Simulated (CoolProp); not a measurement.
Model: reference Helmholtz-energy equation of state, Thol 2017, in CoolProp.

For octamethyltrisiloxane (MDM), give the phase and the Z, cv (kJ/(kg K)), speed of sound (m/s), isothermal compressibility (1/MPa) at 452.7 K and 0.155 MPa; 522.6 K and 0.155 MPa.


- 452.7 K and 0.155 MPa: gas; Z 0.908, cv 1.80, speed of sound 116, isothermal compressibility 7.18
- 522.6 K and 0.155 MPa: gas; Z 0.949, cv 1.95, speed of sound 130, isothermal compressibility 6.81
